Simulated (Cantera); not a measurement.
# Low-pressure radical oxidation in H2/O2

A perfectly stirred reactor is fed with H₂ : O₂ : N₂ = 0.019 : 1 : 0.4 (molar parts), equivalence ratio 0.0095, at 0.0267 bar; it is held at 1125 K, and followed from long to short residence time.

Computed with Cantera and the H2/O2 subset of GRI-Mech 3.0, which has no nitrogen chemistry. Radical loss at walls, strong at low pressure, is not modelled.

```csv
τ (s),x H₂,x O₂,x H,x O,x OH,x HO₂,x H₂O
6.9,2.40e-5,0.702,3.81e-6,0.000219,0.000120,4.65e-7,0.0134
2.6,4.21e-5,0.702,9.94e-6,0.000410,0.000168,6.94e-7,0.0133
0.95,7.42e-5,0.702,2.63e-5,0.000767,0.000237,1.02e-6,0.0133
0.35,0.000130,0.701,6.70e-5,0.00138,0.000335,1.43e-6,0.0131
0.13,0.000227,0.701,0.000161,0.00235,0.000472,1.95e-6,0.0129
0.048,0.000409,0.699,0.000357,0.00369,0.000660,2.55e-6,0.0125
0.018,0.000761,0.698,0.000686,0.00511,0.000907,3.17e-6,0.0119
0.0067,0.00149,0.697,0.00111,0.00604,0.00121,3.75e-6,0.0108
```
x: mole fraction; the columns are a selection and need not sum to one.
